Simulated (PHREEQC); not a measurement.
Dissolve 0.021 mol/kgw NaHCO3 and 4.7e-05 mol/kgw Na2SO4 at 25 °C. Closed to the air; pH follows from the charge balance.

All values are PHREEQC results (ion-association model, phreeqc.dat), not measurements.

### Question
The ionic strength comes out as 0.0211 mol/kgw. What activity coefficients do Na+, SO4-2, OH-, CO3-2, HCO3- get?

### Answer
Na+ 0.87, SO4-2 0.58, OH- 0.86, CO3-2 0.58, HCO3- 0.87.

Precipitation was switched off in this run. Species that the database lacks are ignored.
